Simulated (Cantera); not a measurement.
What does this Cantera script print?

```python
import numpy as np
import cantera as ct

gas_names = [...]  # 123 gases of nasa_gas.yaml made of C, H, O, Si
cond_names = """
    C(gr) C6H6(L) C7H8(L) C8H18(L),n-octa H2O(s) H2O(L) Si(cr) Si(L) SiC(b) SiO2(Lqz) SiO2(hqz) SiO2(L)
""".split()


# ... load() reads the species with a 1 bar reference pressure and builds the phases ...
atoms = {
    'SiC': {'Si': 1, 'C': 1},
    'O2': {'O': 2},
    'H2': {'H': 2},
}
top_T = {'C(gr)': 4500, 'SiC(b)': 3050}  # K; cautious upper limits of use, not melting points


# ... equilibrate(T, P, feed) seeds the gas with the atoms and calls Mixture.equilibrate('TP', solver="vcs", rtol=1e-11, max_steps=5000) ...
results = []
feed = {'SiC': 1, 'O2': 0.13, 'H2': 54}  # mol
T = 1448.15  # K
P = 2600  # Pa
mix = equilibrate(T, P, feed)
results.append((T, P, feed, dict(zip(mix.species_names, mix.species_moles))))
print(gas.report(threshold=0.001))
for i in range(1, mix.n_phases):
    print(f"{mix.phase(i).name:16s} {mix.phase_moles(i):12.5e} mol")
```

Result:

```
       temperature   1448.2 K
          pressure   2600 Pa
           density   0.00047053 kg/m^3
  mean mol. weight   2.179 kg/kmol
   phase of matter   gas

                          1 kg             1 kmol
                     ---------------   ---------------
          enthalpy        1.5688e+07        3.4185e+07  J
   internal energy        1.0162e+07        2.2144e+07  J
           entropy             95807        2.0876e+05  J/K
    Gibbs function       -1.2305e+08       -2.6814e+08  J
 heat capacity c_p             14762             32166  J/K
 heat capacity c_v             10946             23852  J/K

                      mass frac. Y      mole frac. X     chem. pot. / RT
                     ---------------   ---------------   ---------------
                CO           0.03075         0.0023922            -45.52
                H2            0.9207           0.99515           -22.155
               SiO          0.048463         0.0023955           -46.564
     [ +120 minor]        8.6337e-05        6.4649e-05

C(gr)             0.00000e+00 mol
Si(cr)            0.00000e+00 mol
SiC(b)            8.70011e-01 mol
SiO2(hqz)         0.00000e+00 mol
```

Method: chemical equilibrium by Gibbs-energy minimisation in Cantera with the NASA 1993 tables (ideal gas, pure condensed phases).
